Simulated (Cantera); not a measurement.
Input: 1 mol Fe2O3, 0.12 mol H2S, 0.45 mol H2O, equilibrated at 1650 K and 7.50 Torr.

Cantera equilibrium calculation (NASA polynomials, part measured and part estimated; ideal gas, pure solids and liquids). Candidate condensed phases: Fe, FeO, Fe(OH)2, Fe(OH)3, FeS, FeSO4, FeS2, Fe2O3, Fe2(SO4)3, Fe3O4, H2O, H2SO4, S; 22 gas species. Mutual solubility and eutectic melting of coexisting phases are not modelled. The tables' stoichiometric FeO is somewhat more stable than real wüstite, so its field is too wide. FeO: taken at fixed stoichiometry. The numbers say what is thermodynamically allowed, not how fast it happens.

Base state: H2O 0.813, SO2 0.173, H2 0.0122, SO 0.000704, OH 0.000302, H 0.000101, O2 6.08e-5, Fe(OH)2 4.64e-5 (mole fractions); condensed: FeO(l) + Fe3O4(s).

What changes in the equilibrium state with this change: temperature from 1650 K to 1250 K?


| species | before | after |
|---|---|---|
| H2O | 0.813 | 0.806 |
| SO2 | 0.173 | 0.167 |
| H2 | 0.0122 | 0.0218 |
| Fe(OH)2 | 4.64e-5 | 6.49e-7 |
| O2 | 6.08e-5 | <1e-9 |
| S2 | 4.38e-7 | 0.00274 |
| FeO(l), mol | 0.0536 | 0 |
| Fe3O4(s), mol | 0.649 | 0.667 |
Gases not in the tables: S3 to S7.
